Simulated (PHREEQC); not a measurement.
1 kg of water holding 24 mmol/kgw NaCl, 12 mmol/kgw Na2SO4, 13 mmol/kgw K2SO4 and 4.8 mmol/kgw MgSO4 is evaporated at 60 °C; the solids stay in contact with the brine. The system is closed to CO2. Solids allowed: Arcanite, Bischofite, Bloedite, Brucite, Carnallite, Epsomite, Glaserite, Halite, Hexahydrite, Kainite, Kieserite, Leonite, Mirabilite, Misenite, Schoenite, Sylvite, Thenardite, MgCl2_4H2O. Others were left out.

The series has 28 steps of water left (kg), from 1 to 0.005012.

Equilibrium calculation in PHREEQC: Pitzer model, pitzer.dat.

Q: Which solids form, in which order, and at which step of the series does each first stand?

A: Glaserite from water left = 0.01627 kg; Thenardite from water left = 0.007427 kg.

Complexes and solids missing from the database can't appear. Constants without temperature data keep their 25 °C values here.
